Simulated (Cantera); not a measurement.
Feed: 1 mol BN, 6.9 mol HF, held at 452 °C and 0.100 bar.

Cantera equilibrium calculation (NASA polynomials, part measured and part estimated; ideal gas, pure solids and liquids). Candidate condensed phases: B, BN; 31 gas species. Equilibrium is a limit: real reactors are often held back by kinetics, nucleation or transport.

Base state: HF 0.565, H2 0.217, BF3 0.145, N2 0.0725, NH3 1.87e-5 (mole fractions); condensed: gas only.

**Question.** What changes in the equilibrium state with this change: temperature from 452 °C to 1825 °C?

**Answer.** 
```json
[
 {"species": "HF", "before": "0.565", "after": "0.571"},
 {"species": "H2", "before": "0.217", "after": "0.209"},
 {"species": "BF3", "before": "0.145", "after": "0.135"},
 {"species": "BF2", "before": "<1e-9", "after": "0.00793"},
 {"species": "N2", "before": "0.0725", "after": "0.0720"},
 {"species": "H", "before": "<1e-9", "after": "0.00445"},
 {"species": "BHF2", "before": "1.03e-9", "after": "0.000602"},
 {"species": "BF", "before": "<1e-9", "after": "0.000265"},
 {"species": "NH3", "before": "1.87e-5", "after": "4.41e-8"}
]
```
The tables' values for BF2 are old estimates; treat these amounts as uncertain.
